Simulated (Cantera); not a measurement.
An adiabatic, constant-volume homogeneous reactor starts with CO : H2 : O2 : N2 : CO2 = 1 : 0.12 : 0.255 : 0.957 : 0.077 (molar parts), at 1275 K and 2700000 Pa. Integrator tolerance rtol = 1e-08.

Detailed kinetics in Cantera: GRI-Mech 3.0 (53 species, 325 reactions). The hydrogen kinetics of GRI-Mech 3.0 are dated; newer H2 mechanisms differ, most at raised pressure. The pressure lies above the range GRI-Mech 3.0 was tuned for (to about 10 atm). Above 3000 K some thermodynamic fits are extrapolated.

**Question.** What does this change do: initial temperature 1275 to 1050 K?

**Answer.** 
| quantity | before | after |
|---|---|---|
| time of steepest temperature rise | 12.9 µs | 0.554 ms |
| temperature at 4.00 s | 3040 K | 2909 K |
| equilibrium temperature | 3040 K | 2909 K |
| x(CO) at 4.00 s | 0.281 (gas-phase equilibrium 0.281) | 0.278 (gas-phase equilibrium 0.278) |
| x(H2) at 4.00 s | 0.00777 (gas-phase equilibrium 0.00777) | 0.00799 (gas-phase equilibrium 0.00799) |
| x(O2) at 4.00 s | 0.00150 (gas-phase equilibrium 0.00150) | 0.000527 (gas-phase equilibrium 0.000527) |
| x(N2O) at 4.00 s | 1.02e-6 (gas-phase equilibrium 1.02e-6) | 5.54e-7 (gas-phase equilibrium 5.54e-7) |
| x(NO) at 4.00 s | 0.00317 (gas-phase equilibrium 0.00317) | 0.00160 (gas-phase equilibrium 0.00160) |

**Question.** What does this change do: pressure from 2700000 Pa to 500000 Pa?

**Answer.** 
| quantity | before | after |
|---|---|---|
| time of steepest temperature rise | 12.9 µs | 16.2 µs |
| temperature at 4.00 s | 3040 K | 2948 K |
| equilibrium temperature | 3040 K | 2948 K |
| x(CO) at 4.00 s | 0.281 (gas-phase equilibrium 0.281) | 0.287 (gas-phase equilibrium 0.287) |
| x(H2) at 4.00 s | 0.00777 (gas-phase equilibrium 0.00777) | 0.00798 (gas-phase equilibrium 0.00798) |
| x(O2) at 4.00 s | 0.00150 (gas-phase equilibrium 0.00150) | 0.00376 (gas-phase equilibrium 0.00376) |
| x(N2O) at 4.00 s | 1.02e-6 (gas-phase equilibrium 1.02e-6) | 6.08e-7 (gas-phase equilibrium 6.08e-7) |
| x(NO) at 4.00 s | 0.00317 (gas-phase equilibrium 0.00317) | 0.00447 (gas-phase equilibrium 0.00447) |
